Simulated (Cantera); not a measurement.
Input: 1 mol Si, 0.54 mol Cl2, 3.3 mol H2, held at 1575 K and 2700000 Pa.

Cantera equilibrium calculation (NASA polynomials, part measured and part estimated; ideal gas, pure solids and liquids). Candidate condensed phases: Si; 19 gas species. The tables' values for SiCl3 are old estimates; treat these amounts as uncertain. Gases not in the tables: Si2H6 and higher silanes. Rates play no part.

Base state: H2 0.853, HCl 0.0667, SiHCl3 0.0276, SiCl2 0.0177, SiCl4 0.0162, SiCl3 0.0105, SiH2Cl2 0.00777, SiH3Cl 0.000651 (mole fractions); condensed: Si(s).

**Question.** What changes in the equilibrium state with this change: temperature from 1575 K to 775 K?

**Answer.** 
```
species       before     after
----------  --------  --------
H2             0.853     0.904
SiHCl3        0.0276    0.0565
SiCl4         0.0162    0.0304
HCl           0.0667  0.000315
SiCl2         0.0177   1.03e-7
SiCl3         0.0105   4.71e-6
SiH4         2.20e-5   4.00e-6
SiH3Cl      0.000651  0.000264
SiH2Cl2      0.00777   0.00811
Si(s), mol     0.708     0.666
```

**Question.** What changes in the equilibrium state with this change: pressure from 2700000 Pa to 810000 Pa?

**Answer.** 
| species | before | after |
|---|---|---|
| H2 | 0.853 | 0.839 |
| HCl | 0.0667 | 0.0850 |
| SiCl2 | 0.0177 | 0.0292 |
| SiHCl3 | 0.0276 | 0.0174 |
| SiCl4 | 0.0162 | 0.0132 |
| SiCl3 | 0.0105 | 0.0121 |
| SiH4 | 2.20e-5 | 6.39e-6 |
| SiH3Cl | 0.000651 | 0.000245 |
| SiH2Cl2 | 0.00777 | 0.00378 |
| H | 7.39e-6 | 1.34e-5 |
| Si(s), mol | 0.708 | 0.720 |

**Question.** What changes in the equilibrium state with this change: Si replaced by SiCl4?

**Answer.** 
| species | before | after |
|---|---|---|
| H2 | 0.853 | 0.511 |
| HCl | 0.0667 | 0.285 |
| SiCl4 | 0.0162 | 0.145 |
| SiCl2 | 0.0177 | 0.00522 |
| SiCl3 | 0.0105 | 0.0170 |
| SiHCl3 | 0.0276 | 0.0348 |
| SiH4 | 2.20e-5 | 7.65e-8 |
| SiH3Cl | 0.000651 | 1.61e-5 |
| SiH2Cl2 | 0.00777 | 0.00137 |
| Si(s), mol | 0.708 | 0 |
